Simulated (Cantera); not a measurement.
A perfectly stirred reactor is fed with 20.4 % CH₄, 79.6 % CO₂, at 75.0 Torr; it is held at 1825 K, and followed from long to short residence time.

Model: GRI-Mech 3.0 (53 species, 325 reactions), integrated in Cantera.

Q: Predict: x(CH₄) at τ = 0.430 s; x(CO₂) at τ = 0.430 s; x(C₂H₄) at τ = 0.430 s; x(CH₂) at τ = 0.430 s; x(OH) at τ = 0.430 s; x(CH₄) at τ = 5.00 ms; x(CO₂) at τ = 5.00 ms; x(C₂H₄) at τ = 5.00 ms; x(CH₂) at τ = 5.00 ms; x(OH) at τ = 5.00 ms.

A: 
```json
{
  "x(CH₄) at τ = 0.430 s": "0.00965",
  "x(CO₂) at τ = 0.430 s": "0.298",
  "x(C₂H₄) at τ = 0.430 s": "9.54e-5",
  "x(CH₂) at τ = 0.430 s": "1.20e-6",
  "x(OH) at τ = 0.430 s": "3.39e-5",
  "x(CH₄) at τ = 5.00 ms": "0.128",
  "x(CO₂) at τ = 5.00 ms": "0.716",
  "x(C₂H₄) at τ = 5.00 ms": "0.00510",
  "x(CH₂) at τ = 5.00 ms": "2.62e-6",
  "x(OH) at τ = 5.00 ms": "8.28e-6"
}
```
